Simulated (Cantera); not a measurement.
Input: 1 mol Nb2O5, 650 mol H2, 0.096 mol H2O, equilibrated at 1673.15 K and 0.170 bar.

Equilibrium computed with Cantera from the NASA thermochemical tables; the gas is ideal and each condensed phase is pure. Candidate condensed phases: H2O, Nb, NbO, NbO2, Nb2O5; 12 gas species. Mutual solubility and eutectic melting of coexisting phases are not modelled. NbO: taken at fixed stoichiometry. Condensed phases not in the tables: the oxides between NbO2 and Nb2O5. Equilibrium is a limit: real reactors are often held back by kinetics, nucleation or transport.

Problem. What is the equilibrium state?

Solution. 
```json
{
  "x(H2)": "0.996",
  "x(H2O)": "0.00356",
  "x(H)": "0.000276",
  "n(NbO(s))": "1.22 mol",
  "n(NbO2(s))": "0.781 mol",
  "gas_amount": "650.2 mol",
  "log10 activity of Nb(s) (absent)": "-1.19"
}
```
